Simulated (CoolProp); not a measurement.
Vapour-liquid equilibrium of n-perfluoropentane (1) + n-pentane (2) at 375.8 K; x and y are mole fractions of (1).

Computed with CoolProp (multi-fluid Helmholtz-energy mixture model, Gao 2022 and Thol 2019; pair parameters Bell 2016).

Problem. Give the bubble pressure and the first vapour's composition at x = 0.05, 0.5, 0.875. Is there an azeotrope?

Solution. x = 0.05: 0.7561 MPa, y = 0.178; x = 0.5: 1.036 MPa, y = 0.525; x = 0.875: 0.9300 MPa, y = 0.809. y crosses x between x = 0.5 and 0.575: the model has an azeotrope there.

The pair parameters rest on a limited set of measurements; away from them the model extrapolates.
